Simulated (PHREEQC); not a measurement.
Na2CO3 is added in steps, without added water, to 1 kg of water holding 0.027 mol Pb(NO3)2 and 0.031 mol KNO3, at 20 °C. O2 is buffered at 0.21 atm. CO2 is held at log p = -3.4 (atm). Only these solids could form: Cerussite, Pb(OH)2.

Base run: PHREEQC, ion-association model, phreeqc.dat. Each further column changes one thing. The table gives pH.

```csv
Na2CO3 added (mol),base,diluted 2-fold with water,Pb(NO3)2 replaced by Fe(NO3)3 at the same molality,diluted 100-fold with water
0,4.72,4.87,2.01,5.45
0.0063,5.29,5.45,2.29,9.15
0.0147,5.41,8.47,2.76,9.42
0.021,5.56,9.17,2.78,9.52
0.0273,7.86,9.36,2.81,9.58
0.0357,9.18,9.49,2.94,9.64
0.042,9.35,9.56,8.51,9.67
```

The database's Pb(OH)2 solid is less soluble than what usually precipitates.  Solids allowed in the column 'Pb(NO3)2 replaced by Fe(NO3)3 at the same molality': Fe(OH)3(a).
